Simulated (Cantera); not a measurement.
A closed system holds: 1 mol Si, 1.7 mol CO, 3.9 mol H2, held at 502 °C and 10.0 bar.

Equilibrium computed with Cantera from the NASA thermochemical tables; the gas is ideal and each condensed phase is pure. Candidate condensed phases: C, C6H6, C7H8, C8H18, H2O, Si, SiC, SiO2; 123 gas species. Kinetics and transport are ignored.

Question: What is the equilibrium state?

Answer: 
| Item | Value |
|---|---|
| x(CH4) | 0.660 |
| x(H2) | 0.340 |
| x(C2H6) | 1.81e-5 |
| n(SiC(s)) | 0.150 mol |
| n(SiO2(α-quartz)) | 0.850 mol |
| gas amount | 2.350 mol |
| log10 activity of C(graphite) (absent) | -0.56 |
| log10 activity of Si(s) (absent) | -3.96 |
